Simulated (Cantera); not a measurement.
A freely propagating, adiabatic, planar premixed flame of CH4 : O2 : N2 = 1 : 1.54 : 5.78 (molar parts), equivalence ratio 1.3, unburnt at 398 K and 100000 Pa; mixture-averaged transport, grid criteria slope 0.08 and curve 0.16, no radiation.

Cantera simulation using GRI-Mech 3.0 (53 species, 325 reactions); the numbers are that mechanism's predictions, not measurements. Burning velocities carry a grid error of a few per cent, more on coarse grids.

### Question
How do the results move with these cheaper or finer settings: unity-Lewis-number transport; multicomponent transport; multicomponent+Soret transport; grid criteria slope 0.5, curve 1; grid criteria slope 0.25, curve 0.5; grid criteria slope 0.03, curve 0.06?

### Answer
```
setting                               laminar burning velocity  thermal thickness  peak x(CO)  peak x(O)  grid points
------------------------------------  ------------------------  -----------------  ----------  ---------  -----------
as above                                             42.0 cm/s           0.510 mm      0.0710   0.000451          154
unity-Lewis-number transport                         26.5 cm/s           0.706 mm      0.0666   0.000619          136
multicomponent transport                             41.9 cm/s           0.520 mm      0.0711   0.000446          154
multicomponent+Soret transport                       42.6 cm/s           0.506 mm      0.0707   0.000505          154
grid criteria slope 0.5, curve 1                     45.0 cm/s           0.546 mm      0.0711   0.000482           41
grid criteria slope 0.25, curve 0.5                  43.5 cm/s           0.520 mm      0.0710   0.000468           63
grid criteria slope 0.03, curve 0.06                 41.7 cm/s           0.507 mm      0.0710   0.000454          377
```
The base run took around 7 core-seconds (rough).
Unity Lewis numbers drop preferential diffusion, which matters most where H2 and H carry the flame; Soret adds thermal diffusion.
